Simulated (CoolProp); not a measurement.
Vapour pressure (MPa) of dimethyl carbonate: the reference equation beside estimates from Tc = 283.9 °C, pc = 4.909 MPa, ω = 0.346.

Computed with CoolProp (reference Helmholtz-energy equation of state, Zhou 2011).

| T (°C) | reference | Lee-Kesler | Redlich-Kwong | Soave-Redlich-Kwong |
|---|---|---|---|---|
| 140.05 | 0.3981 | 0.4027 | 0.6877 | 0.4027 |
| 155.65 | 0.5665 | 0.5761 | 0.9126 | 0.5771 |
| 171.15 | 0.7829 | 0.7987 | 1.182 | 0.8023 |
| 186.75 | 1.059 | 1.082 | 1.505 | 1.090 |
| 202.35 | 1.403 | 1.435 | 1.883 | 1.450 |
| 217.95 | 1.827 | 1.867 | 2.320 | 1.891 |
| 233.55 | 2.344 | 2.390 | 2.821 | 2.425 |
| 249.05 | 2.966 | 3.017 | 3.385 | 3.057 |
| 264.65 | 3.725 | 3.772 | 4.022 | 3.808 |

Absolute difference from the reference over all 9 rows, mean and median: Lee-Kesler 1.8 and 2.0 %, Redlich-Kwong 36.7 and 34.2 %, Soave-Redlich-Kwong 2.7 and 2.9 %.
